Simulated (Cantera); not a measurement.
Cantera run:

```python
import numpy as np
import cantera as ct

gas_names = """
    H HO2 H2 H2O H2O2 Mg MgH MgO MgOH MgO2H2 Mg2 O OH O2 O3
""".split()
cond_names = """
    H2O(s) H2O(L) Mg(cr) Mg(L) MgO(s) MgO(L) MgO2H2(s)
""".split()


# ... load() reads the species with a 1 bar reference pressure and builds the phases ...
atoms = {
    'MgO': {'Mg': 1, 'O': 1},
    'H2': {'H': 2},
}
top_T = {}  # K; cautious upper limits of use, not melting points


# ... equilibrate(T, P, feed) seeds the gas with the atoms and calls Mixture.equilibrate('TP', solver="vcs", rtol=1e-11, max_steps=5000) ...
results = []
feed = {'MgO': 1, 'H2': 0.12}  # mol
T = 2450  # K
P = 13332.2  # Pa
mix = equilibrate(T, P, feed)
results.append((T, P, feed, dict(zip(mix.species_names, mix.species_moles))))
print(gas.report(threshold=1e-06))
for i in range(1, mix.n_phases):
    print(f"{mix.phase(i).name:16s} {mix.phase_moles(i):12.5e} mol")
```

It prints:

```
       temperature   2450 K
          pressure   13332 Pa
           density   0.0044248 kg/m^3
  mean mol. weight   6.7608 kg/kmol
   phase of matter   gas

                          1 kg             1 kmol
                     ---------------   ---------------
          enthalpy        9.8798e+06        6.6795e+07  J
   internal energy        6.8668e+06        4.6425e+07  J
           entropy             33744        2.2813e+05  J/K
    Gibbs function       -7.2793e+07       -4.9213e+08  J
 heat capacity c_p            5242.5             35444  J/K
 heat capacity c_v            4012.7             27129  J/K

                      mass frac. Y      mole frac. X     chem. pot. / RT
                     ---------------   ---------------   ---------------
                 H         0.0068933          0.046234           -11.255
                H2           0.21055           0.70608           -22.509
               H2O           0.32232           0.12096           -44.398
                Mg            0.4384           0.12195           -17.847
               MgH         0.0027293        0.00072897           -29.102
               MgO         0.0012333        0.00020687           -39.737
              MgOH          0.013036         0.0021334           -50.991
            MgO2H2        0.00076365        8.8527e-05           -84.135
                 O        0.00015917         6.726e-05           -21.889
                OH         0.0038937         0.0015479           -33.144
                O2        2.2476e-05        4.7488e-06           -43.779
     [   +4 minor]        1.1031e-06        1.5449e-07

Mg(L)             0.00000e+00 mol
MgO(s)            9.82389e-01 mol
```

Method: chemical equilibrium by Gibbs-energy minimisation in Cantera with the NASA 1993 tables (ideal gas, pure condensed phases). The tables' values for MgH are old estimates; treat these amounts as uncertain.
